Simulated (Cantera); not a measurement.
What does this Cantera script print?

```python
import numpy as np
import cantera as ct

gas_names = [...]  # 113 gases of nasa_gas.yaml made of C, Cu, H, O
cond_names = """
    C(gr) C6H6(L) C7H8(L) C8H18(L),n-octa Cu(cr) Cu(L) CuO(s) CuO2H2(s) Cu2O(s) Cu2O(L) H2O(s) H2O(L)
""".split()


# ... load() reads the species with a 1 bar reference pressure and builds the phases ...
atoms = {
    'Cu2O': {'Cu': 2, 'O': 1},
    'CO': {'C': 1, 'O': 1},
    'H2': {'H': 2},
}
top_T = {'C(gr)': 4500, 'CuO(s)': 1390}  # K; cautious upper limits of use, not melting points


# ... equilibrate(T, P, feed) seeds the gas with the atoms and calls Mixture.equilibrate('TP', solver="vcs", rtol=1e-11, max_steps=5000) ...
results = []
feed = {'Cu2O': 1, 'CO': 5.1, 'H2': 1.6}  # mol
P = 1200  # Pa
for T in [1925, 1975, 2025, 2075, 2125, 2175, 2225, 2275, 2325, 2375, 2425, 2475, 2525, 2575]:
    mix = equilibrate(T, P, feed)
    results.append((T, P, feed, dict(zip(mix.species_names, mix.species_moles))))

top = {s: max(r[3][s] / sum(r[3][g] for g in gas_names) for r in results) for s in gas_names}
cols = sorted((s for s in top if top[s] > 1e-05), key=lambda s: -top[s])[:8]
seen = [c for c in cond_names if any(r[3].get(c, 0) > 1e-12 for r in results)]
print("log10 of partial pressures in bar; condensed amounts in mol")
print(f"{'T/K':>10s}" + "".join(f"{s[:9]:>10s}" for s in cols + seen))
for T, P, feed, n in results:
    ng = sum(n[g] for g in gas_names)
    print(f"{T:10.4g}" + "".join(f"{np.log10(max(n[s] / ng * P / 1e5, 1e-99)):10.3f}" for s in cols)
          + "".join(f"{n.get(c, 0):10.4g}" for c in seen))
```

Output:

```
log10 of partial pressures in bar; condensed amounts in mol
       T/K        CO        Cu        H2         H       H2O       CO2        OH         O     Cu(L)
      1925    -2.168    -2.681    -2.796    -4.418    -3.130    -3.135    -5.814    -7.563    0.5785
      1975    -2.197    -2.563    -2.831    -4.280    -3.154    -3.172    -5.623    -7.204         0
      2025    -2.197    -2.562    -2.838    -4.134    -3.149    -3.179    -5.427    -6.863         0
      2075    -2.197    -2.563    -2.844    -3.997    -3.146    -3.185    -5.241    -6.538         0
      2125    -2.197    -2.563    -2.852    -3.866    -3.144    -3.191    -5.064    -6.228         0
      2175    -2.198    -2.564    -2.862    -3.742    -3.144    -3.196    -4.897    -5.932         0
      2225    -2.199    -2.565    -2.872    -3.625    -3.146    -3.202    -4.738    -5.649         0
      2275    -2.200    -2.566    -2.885    -3.514    -3.150    -3.207    -4.587    -5.379         0
      2325    -2.201    -2.568    -2.900    -3.409    -3.158    -3.213    -4.444    -5.121         0
      2375    -2.203    -2.570    -2.918    -3.310    -3.170    -3.221    -4.311    -4.875         0
      2425    -2.205    -2.573    -2.938    -3.216    -3.187    -3.231    -4.187    -4.641         0
      2475    -2.208    -2.577    -2.962    -3.129    -3.210    -3.244    -4.074    -4.421         0
      2525    -2.211    -2.581    -2.988    -3.047    -3.243    -3.263    -3.973    -4.214         0
      2575    -2.215    -2.586    -3.019    -2.970    -3.287    -3.289    -3.886    -4.024         0
```

Method: chemical equilibrium by Gibbs-energy minimisation in Cantera with the NASA 1993 tables (ideal gas, pure condensed phases).
